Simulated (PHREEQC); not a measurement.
Consider water at 25 °C with 2.6 mmol/kgw HF, 1.9 mmol/kgw NaF and 3.4 mmol/kgw H3PO4. Closed to the air; pH follows from the charge balance.

All values are PHREEQC results (ion-association model, wateq4f.dat), not measurements.

This is a speciation only: nothing precipitates in the calculation.

Question: What pH, ionic strength does the model give?

Answer: pH 2.72; ionic strength 0.00392 mol/kgw.

Question: In which forms is F present?

Answer: HF 71 %, F- 27 %, H2F2 1.2 %, HF2- 0.7 % of the F.

H3PO4, which wateq4f.dat lacks, is added to it with the constant of phreeqc.dat.
